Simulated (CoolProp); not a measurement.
Saturation properties of n-undecane.

The numbers come from the reference Helmholtz-energy equation of state, Aleksandrov 2011 in CoolProp. It is a short technical equation, of lower accuracy than the large ones.

```tsv
T (K)	p (kPa)	vapour density (kg/m³)
446.4	56.34	2.487
459.7	80.35	3.491
472.9	111.6	4.788
486.1	151.6	?
499.4	202.5	8.576
512.6	265.3	?
525.8	342.2	14.56
539.1	436.0	18.75
552.3	547.7	?
565.5	680.4	30.60
578.8	838.5	39.18
```

Q: Some entries are withheld; supply them.

A: 
- 486.1, vapour density (kg/m³): 6.450
- 512.6, vapour density (kg/m³): 11.23
- 552.3, vapour density (kg/m³): 23.99

It boils at 468.9 K under 1 atm.
